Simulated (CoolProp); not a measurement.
Vapour-liquid equilibrium of p-xylene (1) + n-undecane (2) at 431.2 K; x and y are mole fractions of (1).

Model: multi-fluid Helmholtz-energy mixture model, Zhou 2012 and Aleksandrov 2011; pair parameters Bell 2016, in CoolProp.

| x | bubble pressure, mixture model (MPa) | bubble pressure, Raoult's law (MPa) | y, mixture model | y, Raoult's law |
|---|---|---|---|---|
| 0.05 | 0.04221 | 0.04284 | 0.178 | 0.195 |
| 0.15 | 0.05425 | 0.05591 | 0.422 | 0.448 |
| 0.25 | 0.06658 | 0.06898 | 0.581 | 0.605 |
| 0.35 | 0.07920 | 0.08205 | 0.692 | 0.712 |
| 0.45 | 0.09209 | 0.09512 | 0.775 | 0.790 |
| 0.55 | 0.1052 | 0.1082 | 0.838 | 0.849 |
| 0.65 | 0.1186 | 0.1213 | 0.888 | 0.895 |
| 0.75 | 0.1323 | 0.1343 | 0.928 | 0.932 |
| 0.85 | 0.1461 | 0.1474 | 0.961 | 0.963 |
| 0.95 | 0.1600 | 0.1605 | 0.988 | 0.989 |

The largest gap from Raoult's law is -3.5 % in bubble pressure, at x = 0.25. No azeotrope shows between x = 0.05 and 0.95.

The pair parameters rest on a limited set of measurements; away from them the model extrapolates.
